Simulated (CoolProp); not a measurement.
Vapour-liquid equilibrium of n-hexane (1) + hexamethyldisiloxane (MM) (2) at 0.957 MPa; x and y are mole fractions of (1).

Values from CoolProp's multi-fluid Helmholtz-energy mixture model, Thol 2019 and Thol 2016; pair parameters Bell 2016.

Q: Give the bubble temperature and the first vapour's composition at x = 0.125, 0.35, 0.95. Is there an azeotrope?

A: x = 0.125: 470.4 K, y = 0.170; x = 0.35: 461.8 K, y = 0.446; x = 0.95: 437.7 K, y = 0.974. No azeotrope shows between x = 0.05 and 0.95.

Pair parameters are fitted to limited data, so mixtures are less certain than the pure fluids.
